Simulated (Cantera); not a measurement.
Charge: 1 mol CH3SiH3, 0.013 mol CH4, 420 mol H2, at 16.5 Torr.

Equilibrium computed with Cantera from the NASA thermochemical tables; the gas is ideal and each condensed phase is pure. Candidate condensed phases: C, C6H6, C7H8, C8H18, Si, SiC; 87 gas species. The feed counts by its element totals alone. Gases not in the tables: Si2H6 and higher silanes. Equilibrium is a limit: real reactors are often held back by kinetics, nucleation or transport.

**Question.** Which condensed phases are stable at each of these points (T (K)): 1950, 2000, 2050, 2100, 2150, 2200, 2250, 2300, 2350, 2400, 2450, 2500, 2550?

**Answer.** 
```tsv
T (K)	condensed phases	Si condensed (%)
1950	SiC(s)	93.6
2000	SiC(s)	87.5
2050	SiC(s)	76.6
2100	SiC(s)	57.5
2150	SiC(s)	24.4
2200	gas only	0.0
2250	gas only	0.0
2300	gas only	0.0
2350	gas only	0.0
2400	gas only	0.0
2450	gas only	0.0
2500	gas only	0.0
2550	gas only	0.0
```

From 1950 K to 2150 K the condensed part is SiC(s). From 2200 K to 2550 K nothing is condensed.
